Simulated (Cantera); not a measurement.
**Ignition delay**

Mixture: 30.5 % CO, 8.23 % H₂, 2.62 % CH₄, 12.3 % O₂, 46.4 % N₂, equivalence ratio 2.0, at 2.96 atm, adiabatic and at constant volume. Ignition delay is the time to a rise of 400 K.

Model: GRI-Mech 3.0 (53 species, 325 reactions), integrated in Cantera.

| T0 (K) | delay (ms) |
|---|---|
| 1025 | 1.05 |
| 1075 | 0.429 |
| 1125 | 0.217 |
| 1175 | 0.125 |
| 1225 | 0.0787 |
| 1275 | 0.0528 |

```yaml
apparent activation energy between 1175 and 1275 K: 110 kJ/mol
```
